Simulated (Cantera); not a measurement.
An adiabatic, constant-volume homogeneous reactor starts with 49.2 % H₂, 10.7 % O₂, 40.2 % N₂, equivalence ratio 2.3, at 1323 K and 0.415 atm.

Cantera simulation using GRI-Mech 3.0 (53 species, 325 reactions); the numbers are that mechanism's predictions, not measurements.

### Question
Predict: time of steepest temperature rise; temperature at 4.00 s; equilibrium temperature; x(H₂) at 4.00 s; x(O₂) at 4.00 s; x(HO₂) at 4.00 s; x(NO₂) at 4.00 s; x(H₂O₂) at 4.00 s; x(NO) at 4.00 s; x(N₂O) at 4.00 s.

### Answer
| Property | Result |
|---|---|
| time of steepest temperature rise | 67.3 µs |
| temperature at 4.00 s | 2773 K |
| equilibrium temperature | 2773 K |
| x(H₂) at 4.00 s | 0.287 (gas-phase equilibrium 0.287) |
| x(O₂) at 4.00 s | 0.000282 (gas-phase equilibrium 0.000282) |
| x(HO₂) at 4.00 s | 2.67e-7 (gas-phase equilibrium 2.67e-7) |
| x(NO₂) at 4.00 s | 2.19e-8 (gas-phase equilibrium 2.19e-8) |
| x(H₂O₂) at 4.00 s | 3.98e-8 (gas-phase equilibrium 3.98e-8) |
| x(NO) at 4.00 s | 0.000968 (gas-phase equilibrium 0.000968) |
| x(N₂O) at 4.00 s | 3.63e-8 (gas-phase equilibrium 3.63e-8) |
